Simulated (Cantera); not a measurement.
An adiabatic, constant-pressure homogeneous reactor starts with H2 : O2 : N2 = 1 : 1.47 : 5.53 (molar parts), equivalence ratio 0.34, at 1625 K and 10.0 bar. Integrator tolerance rtol = 1e-08.

Computed with Cantera and GRI-Mech 3.0 (53 species, 325 reactions). The hydrogen kinetics of GRI-Mech 3.0 are dated; newer H2 mechanisms differ, most at raised pressure.

Problem. What does this change do: H2 1 to 0.68 parts?

Solution. 
```json
[
 {"quantity": "time of steepest temperature rise", "before": "1.15 µs", "after": "1.32 µs"},
 {"quantity": "temperature at 2.00 s", "before": "2424 K", "after": "2205 K"},
 {"quantity": "equilibrium temperature", "before": "2424 K", "after": "2205 K"},
 {"quantity": "x(H2) at 2.00 s", "before": "0.000482 (gas-phase equilibrium 0.000482)", "after": "8.87e-5 (gas-phase equilibrium 8.87e-5)"},
 {"quantity": "x(O2) at 2.00 s", "before": "0.120 (gas-phase equilibrium 0.120)", "after": "0.148 (gas-phase equilibrium 0.148)"},
 {"quantity": "x(H) at 2.00 s", "before": "0.000124 (gas-phase equilibrium 0.000124)", "after": "1.74e-5 (gas-phase equilibrium 1.74e-5)"},
 {"quantity": "x(O) at 2.00 s", "before": "0.00108 (gas-phase equilibrium 0.00108)", "after": "0.000341 (gas-phase equilibrium 0.000341)"},
 {"quantity": "x(NO) at 2.00 s", "before": "0.0146 (gas-phase equilibrium 0.0146)", "after": "0.0105 (gas-phase equilibrium 0.0105)"},
 {"quantity": "x(H2O2) at 2.00 s", "before": "8.42e-7 (gas-phase equilibrium 8.42e-7)", "after": "3.82e-7 (gas-phase equilibrium 3.82e-7)"},
 {"quantity": "x(H2O) at 2.00 s", "before": "0.129 (gas-phase equilibrium 0.129)", "after": "0.0912 (gas-phase equilibrium 0.0912)"}
]
```

Problem. What does this change do: initial temperature 1625 to 1325 K?

Solution. 
```tsv
quantity	before	after
time of steepest temperature rise	1.15 µs	4.74 µs
temperature at 2.00 s	2424 K	2176 K
equilibrium temperature	2424 K	2176 K
x(H2) at 2.00 s	0.000482 (gas-phase equilibrium 0.000482)	0.000117 (gas-phase equilibrium 0.000117)
x(O2) at 2.00 s	0.120 (gas-phase equilibrium 0.120)	0.124 (gas-phase equilibrium 0.124)
x(H) at 2.00 s	0.000124 (gas-phase equilibrium 0.000124)	1.70e-5 (gas-phase equilibrium 1.70e-5)
x(O) at 2.00 s	0.00108 (gas-phase equilibrium 0.00108)	0.000260 (gas-phase equilibrium 0.000260)
x(NO) at 2.00 s	0.0146 (gas-phase equilibrium 0.0146)	0.00889 (gas-phase equilibrium 0.00889)
x(H2O2) at 2.00 s	8.42e-7 (gas-phase equilibrium 8.42e-7)	4.67e-7 (gas-phase equilibrium 4.67e-7)
x(H2O) at 2.00 s	0.129 (gas-phase equilibrium 0.129)	0.132 (gas-phase equilibrium 0.132)
```

Problem. What does this change do: constant volume in place of constant pressure?

Solution. 
```json
[
 {"quantity": "time of steepest temperature rise", "before": "1.15 µs", "after": "1.14 µs"},
 {"quantity": "temperature at 2.00 s", "before": "2424 K", "after": "2574 K"},
 {"quantity": "equilibrium temperature", "before": "2424 K", "after": "2574 K"},
 {"quantity": "x(H2) at 2.00 s", "before": "0.000482 (gas-phase equilibrium 0.000482)", "after": "0.000819 (gas-phase equilibrium 0.000819)"},
 {"quantity": "x(O2) at 2.00 s", "before": "0.120 (gas-phase equilibrium 0.120)", "after": "0.117 (gas-phase equilibrium 0.117)"},
 {"quantity": "x(H) at 2.00 s", "before": "0.000124 (gas-phase equilibrium 0.000124)", "after": "0.000257 (gas-phase equilibrium 0.000257)"},
 {"quantity": "x(O) at 2.00 s", "before": "0.00108 (gas-phase equilibrium 0.00108)", "after": "0.00184 (gas-phase equilibrium 0.00184)"},
 {"quantity": "x(NO) at 2.00 s", "before": "0.0146 (gas-phase equilibrium 0.0146)", "after": "0.0187 (gas-phase equilibrium 0.0187)"},
 {"quantity": "x(H2O2) at 2.00 s", "before": "8.42e-7 (gas-phase equilibrium 8.42e-7)", "after": "1.38e-6 (gas-phase equilibrium 1.38e-6)"},
 {"quantity": "x(H2O) at 2.00 s", "before": "0.129 (gas-phase equilibrium 0.129)", "after": "0.127 (gas-phase equilibrium 0.127)"}
]
```
